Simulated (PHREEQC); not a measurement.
Consider water at 25 °C with 3.3 mmol/kgw HF, 0.75 mmol/kgw NH4F, 0.011 mmol/kgw H4SiO4 and 0.034 mmol/kgw H3PO4. Closed to the air; pH follows from the charge balance.

The numbers come from PHREEQC with the ion-association model, wateq4f.dat.

### Question
The ionic strength comes out as 0.00175 mol/kgw. What activity coefficients do NH4+, HF2-, H+, F-, SiF6-2 get?

### Answer
NH4+ 0.95, HF2- 0.95, H+ 0.96, F- 0.95, SiF6-2 0.83.

This is a speciation only: nothing precipitates in the calculation. H3PO4, which wateq4f.dat lacks, is added to it with the constant of phreeqc.dat. SiF6-2 is the database's only silicon fluoride.
